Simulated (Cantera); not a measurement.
# Stirred combustor or abatement burner

A perfectly stirred reactor is fed with 8.51 % CH₄, 8.00 % H₂, 16.2 % O₂, 60.8 % N₂, 6.55 % H₂O, at 3.20 bar; it is adiabatic with a 673 K inlet, and is followed from long to short residence time, starting on the burning branch (τ in s: 0.035, 0.018, 0.0094, 0.0049, 0.0025, 0.0013, 0.00069, 0.00036, 0.00019, 9.7e-05, 5.1e-05, 2.6e-05, 1.4e-05).

Model: GRI-Mech 3.0 (53 species, 325 reactions), integrated in Cantera.

```
τ (s)    T (K)     x CH₄    x H₂      x O₂       x O    x N₂O
-------  -----  --------  ------  --------  --------  -------
0.035     2264   2.54e-5  0.0520   9.76e-5   2.15e-5  1.78e-8
0.018     2261   3.67e-5  0.0520  0.000149   2.87e-5  2.10e-8
0.0094    2257   4.98e-5  0.0520  0.000229   4.03e-5  2.54e-8
0.0049    2250   6.52e-5  0.0521  0.000353   5.94e-5  3.10e-8
0.0025    2241   8.49e-5  0.0522  0.000553   9.13e-5  3.80e-8
0.0013    2230  0.000111  0.0523  0.000853  0.000140  4.55e-8
0.00069   2215  0.000149  0.0525   0.00130  0.000209  5.28e-8
0.00036   2196  0.000212  0.0528   0.00199  0.000306  5.94e-8
0.00019   2172  0.000318  0.0532   0.00303  0.000425  6.42e-8
9.7e-5    2141  0.000535  0.0538   0.00482  0.000559  6.69e-8
5.1e-5    2101   0.00101  0.0547   0.00798  0.000645  6.65e-8
2.6e-5     673    0.0851  0.0800     0.162    <1e-12   <1e-12
1.4e-5     673    0.0851  0.0800     0.162    <1e-12   <1e-12
```
x: mole fraction; the columns are a selection and need not sum to one.
